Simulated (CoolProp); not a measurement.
Saturation properties of water.

Model: reference Helmholtz-energy equation of state, Wagner 2002, in CoolProp.

| T (°C) | p (MPa) | liquid density (kg/m³) | vapour density (kg/m³) | vapour viscosity (µPa s) |
|---|---|---|---|---|
| 125.45 | 0.2355 | 938.7 | 1.316 | 13.1 |
| 137.15 | 0.3333 | 928.7 | 1.822 | 13.5 |
| 148.95 | 0.4629 | 918.0 | 2.481 | 13.9 |
| 160.65 | 0.6285 | 906.8 | 3.311 | 14.3 |
| 172.35 | 0.8382 | 895.0 | 4.349 | 14.7 |
| 184.15 | 1.102 | 882.5 | 5.646 | 15.1 |
| 195.85 | 1.424 | 869.5 | 7.223 | 15.5 |
| 207.65 | 1.820 | 855.6 | 9.157 | 15.9 |
| 219.35 | 2.291 | 841.0 | 11.47 | 16.3 |
| 231.05 | 2.851 | 825.7 | 14.26 | 16.7 |
| 242.85 | 3.518 | 809.3 | 17.62 | 17.2 |
| 254.55 | 4.291 | 792.1 | 21.60 | 17.6 |
| 266.25 | 5.187 | 773.6 | 26.36 | 18.1 |
| 278.05 | 6.230 | 753.7 | 32.11 | 18.5 |

It boils at 100.0 °C under 1 atm.

Viscosity comes from a separate model (Huber 2009).
